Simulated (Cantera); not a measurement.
A Cantera script and its output.

```python
import numpy as np
import cantera as ct

gas = ct.Solution("gri30.yaml")
gas.TPX = 798, 270000, {'CH3OH': 1, 'O2': 1, 'N2': 4.4}
inlet = ct.Reservoir(gas, clone=True)
gas.equilibrate("HP")  # start burning
reactor = ct.IdealGasConstPressureReactor(gas, energy="on", clone=False)
exhaust = ct.Reservoir(gas, clone=True)
tau = [0.4, 0.16, 0.067, 0.027, 0.011, 0.0046, 0.0019, 0.00076, 0.00031, 0.00013, 5.1e-05][0]
for a, b in ((inlet, reactor), (reactor, exhaust)):
    ct.MassFlowController(a, b, mdot=lambda t: reactor.mass / tau)
net = ct.ReactorNet([reactor])
show = ['CH3OH', 'O2', 'CH2O', 'CH4', 'O', 'C2H4', 'CH2']

rows = []
print(f"{'tau/s':>10s}{'T/K':>9s}" + "".join(f"{s:>11s}" for s in show))
for tau in [0.4, 0.16, 0.067, 0.027, 0.011, 0.0046, 0.0019, 0.00076, 0.00031, 0.00013, 5.1e-05]:
    net.initial_time = 0.0
    net.advance(30 * tau)
    before = gas.X
    net.advance(40 * tau)
    drift = np.max(np.abs(gas.X - before) / (gas.X + 1e-9))
    rows.append([gas.T, *gas[show].X, drift])
    print(f"{tau:10.3e}{gas.T:9.1f}" + "".join(f"{x:11.3e}" for x in gas[show].X))
```

It prints:

```
     tau/s      T/K      CH3OH         O2       CH2O        CH4          O       C2H4        CH2
 4.000e-01   2212.4  2.254e-07  1.806e-05  2.517e-07  1.856e-06  6.964e-06  3.150e-11  1.441e-08
 1.600e-01   2210.7  4.968e-07  2.998e-05  5.391e-07  3.015e-06  9.386e-06  1.011e-10  3.040e-08
 6.700e-02   2207.5  9.779e-07  5.221e-05  1.032e-06  3.813e-06  1.465e-05  2.163e-10  5.644e-08
 2.700e-02   2201.9  1.846e-06  9.616e-05  1.893e-06  4.082e-06  2.696e-05  3.669e-10  1.006e-07
 1.100e-02   2193.0  3.311e-06  1.783e-04  3.309e-06  4.243e-06  5.323e-05  5.982e-10  1.784e-07
 4.600e-03   2180.2  5.779e-06  3.256e-04  5.646e-06  4.877e-06  1.038e-04  1.128e-09  3.284e-07
 1.900e-03   2161.9  1.031e-05  5.932e-04  9.840e-06  6.564e-06  1.965e-04  2.666e-09  6.448e-07
 7.600e-04   2136.8  1.949e-05  1.078e-03  1.809e-05  1.057e-05  3.527e-04  7.981e-09  1.341e-06
 3.100e-04   2106.5  3.848e-05  1.890e-03  3.463e-05  1.969e-05  5.623e-04  2.790e-08  2.789e-06
 1.300e-04   2072.2  8.049e-05  3.277e-03  7.025e-05  4.128e-05  7.808e-04  1.118e-07  5.765e-06
 5.100e-05   2024.4  2.047e-04  6.470e-03  1.733e-04  1.080e-04  9.447e-04  6.371e-07  1.287e-05
```

Cantera simulation using GRI-Mech 3.0 (53 species, 325 reactions); the numbers are that mechanism's predictions, not measurements. GRI-Mech 3.0 was tuned for natural gas; its chemistry of methanol as a main component is partial and can be far from experiment.
